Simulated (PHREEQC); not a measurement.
Make-up at 65 °C: 16 mmol/kgw NiSO4, 1.2 mmol/kgw NaOH and 66 mmol/kgw MnSO4. Closed to the air; pH follows from the charge balance.

All values are PHREEQC results (ion-association model, wateq4f.dat), not measurements.

```tsv
quantity	before	after
pH	8.02	1.79
ionic strength (mol/kgw)	0.152	0.136
SO4-2 (mol/kgw)	0.0382	0.0252
Ni+2 (mol/kgw)	0.00820	0.00983
NiSO4 (mol/kgw)	0.00721	0.00616
Na+ (mol/kgw)	0.00112	0.00114
SI of Morenosite (NiSO4:7H2O)	-2.45	-2.52
```

**Question.** Which change was made?
(A) temperature from 65 to 40 °C
(B) temperature from 65 to 60 °C
(C) NiSO4 from 0.016 to 0.16 mol/kgw
(D) MnSO4 replaced by KHSO4 at the same molality
(E) diluted 5-fold with water

**Answer.** D, MnSO4 replaced by KHSO4 at the same molality

This is a speciation only: nothing precipitates in the calculation. In wateq4f.dat the enthalpy of Ni(OH)2 has the wrong sign, so its saturation index can't be trusted away from 25 °C. Constants without temperature data keep their 25 °C values here.
